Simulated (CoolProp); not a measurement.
Vapour-liquid equilibrium of R22 (1) + R115 (2) at 0.173 bar; x and y are mole fractions of (1).

Model: multi-fluid Helmholtz-energy mixture model, Kamei 1995 and Lemmon 2016; pair parameters Bell 2016, in CoolProp.

```csv
x,bubble temperature (°C),y at the bubble point,dew temperature at overall composition x (°C),liquid density (mol/L)
0.05,-74.3,0.162,-72.9,10.97
0.125,-75.9,0.282,-73.9,11.33
0.2,-76.5,0.343,-74.8,11.69
0.275,-76.8,0.380,-75.8,12.07
0.35,-77.0,0.407,-76.6,12.47
0.425,-77.0,0.433,-77.0,12.91
0.5,-77.0,0.461,-76.9,13.37
0.575,-76.9,0.495,-76.4,13.86
0.65,-76.6,0.538,-75.7,14.39
0.725,-76.2,0.595,-75.0,14.95
0.8,-75.5,0.669,-74.4,15.55
0.875,-74.7,0.767,-73.7,16.18
0.95,-73.5,0.895,-73.0,16.85
```

y crosses x between x = 0.425 and 0.5: the model has an azeotrope there.

Pair parameters are fitted to limited data, so mixtures are less certain than the pure fluids.
